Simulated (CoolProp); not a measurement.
Saturation properties of CH2F2 (R32) (Tc = 351.3 K, pc = 5.783 MPa, ω = 0.277).

Computed with CoolProp (reference Helmholtz-energy equation of state, Tillner-Roth 1997).

```csv
T (K),p (MPa),vapour density (kg/m³),surface tension (mN/m)
159.5,0.0009860,0.03876,33.6
174,0.004115,0.1487,30.5
188.6,0.01345,0.4514,27.4
203.1,0.03596,1.132,24.4
217.6,0.08273,2.470,21.4
232.2,0.1699,4.862,18.6
246.7,0.3158,8.768,15.8
261.2,0.5442,14.84,13.1
```

It boils at 221.5 K under 1 atm.

Surface tension comes from a separate correlation (Mulero 2012).
